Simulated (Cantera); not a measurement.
Feed: 1 mol HMDSO, 3.1 mol N2O, 0.81 mol H2, 1.8 mol CO2, equilibrated at 0.133 bar.

Cantera equilibrium calculation (NASA polynomials, part measured and part estimated; ideal gas, pure solids and liquids). Candidate condensed phases: C, C6H6, C7H8, C8H18, H2O, Si, SiC, SiO2, Si2N2O, Si3N4; 151 gas species. The feed counts by its element totals alone. Mutual solubility and eutectic melting of coexisting phases are not modelled. The tables hold silica as quartz up to 1696 K and as liquid above; real silica turns to tridymite and cristobalite and melts near 1996 K. Equilibrium is a limit: real reactors are often held back by kinetics, nucleation or transport.

Which condensed phases are stable at each of these points (T (K)): 975, 1050, 1125, 1200, 1275, 1350, 1425, 1500, 1575, 1650, 1725?


```json
[
 {"T (K)": "975", "condensed phases": "C(graphite) + SiO2(β-quartz)", "Si condensed (%)": "100.0"},
 {"T (K)": "1050", "condensed phases": "C(graphite) + SiO2(β-quartz)", "Si condensed (%)": "100.0"},
 {"T (K)": "1125", "condensed phases": "C(graphite) + SiO2(β-quartz)", "Si condensed (%)": "100.0"},
 {"T (K)": "1200", "condensed phases": "C(graphite) + SiO2(β-quartz)", "Si condensed (%)": "100.0"},
 {"T (K)": "1275", "condensed phases": "C(graphite) + SiO2(β-quartz)", "Si condensed (%)": "100.0"},
 {"T (K)": "1350", "condensed phases": "C(graphite) + SiO2(β-quartz)", "Si condensed (%)": "100.0"},
 {"T (K)": "1425", "condensed phases": "C(graphite) + Si2N2O(s)", "Si condensed (%)": "100.0"},
 {"T (K)": "1500", "condensed phases": "C(graphite) + Si2N2O(s)", "Si condensed (%)": "100.0"},
 {"T (K)": "1575", "condensed phases": "C(graphite) + Si2N2O(s)", "Si condensed (%)": "99.8"},
 {"T (K)": "1650", "condensed phases": "C(graphite) + Si2N2O(s)", "Si condensed (%)": "99.2"},
 {"T (K)": "1725", "condensed phases": "SiC(s) + Si2N2O(s)", "Si condensed (%)": "96.2"}
]
```

From 975 K to 1350 K the condensed part is C(graphite) + SiO2(β-quartz). From 1425 K to 1650 K the condensed part is C(graphite) + Si2N2O(s). At 1725 K the condensed part is SiC(s) + Si2N2O(s).
